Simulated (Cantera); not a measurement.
A perfectly stirred reactor is fed with NH₃ : H₂ = 1 : 1.7 (molar parts), at 0.200 bar; it is held at 2275 K, and followed from long to short residence time.

Model: the gas-phase N/H chemistry of the illustrative SiF4/NH3 mechanism in the Surface Chemkin manual (1991), integrated in Cantera. Walls and surfaces, which speed up NH3 decomposition in real reactors, are not modelled.

x: mole fraction; the columns are a selection and need not sum to one.

```
τ (s)      x NH₃   x H₂      x H    x N₂H₄     x N₂
-------  -------  -----  -------  --------  -------
0.93     0.00137  0.853   0.0121  4.90e-11    0.134
0.34     0.00713  0.854  0.00626  3.54e-10    0.132
0.13      0.0268  0.844  0.00363         …    0.125
0.048     0.0722  0.816  0.00246         …    0.108
0.018      0.149  0.768  0.00181         …   0.0802
0.0066     0.241  0.710  0.00142         …   0.0464
0.0025     0.309  0.667  0.00122   4.10e-8   0.0216
0.00091    0.346  0.643  0.00109         …  0.00792
```

Task: What belongs in the gaps?

Result: 
- 0.13, x N₂H₄: 1.73e-9
- 0.048, x N₂H₄: 6.16e-9
- 0.018, x N₂H₄: 1.60e-8
- 0.0066, x N₂H₄: 3.02e-8
- 0.00091, x N₂H₄: 4.45e-8
